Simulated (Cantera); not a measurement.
Charge: 1 mol SiC, 0.12 mol O2, 320 mol N2, equilibrated at 1377 °C and 1.20 bar.

Method: chemical equilibrium by Gibbs-energy minimisation in Cantera with the NASA 1993 tables (ideal gas, pure condensed phases). Candidate condensed phases: C, Si, SiC, SiO2, Si2N2O, Si3N4; 34 gas species. Kinetics and transport are ignored.

Base state: N2 0.999, CO 0.000750 (mole fractions); condensed: C(graphite) + Si3N4(s).

Problem. What changes in the equilibrium state with this change: temperature from 1377 °C to 1500 °C?

Solution. 
```tsv
species	before	after
N2	0.999	0.999
CO	0.000750	0.000743
C(graphite), mol	0.760	0
Si3N4(s), mol	0.333	0.0786
SiC(s), mol	0	0.762
```
Mutual solubility and eutectic melting of coexisting phases are not modelled.
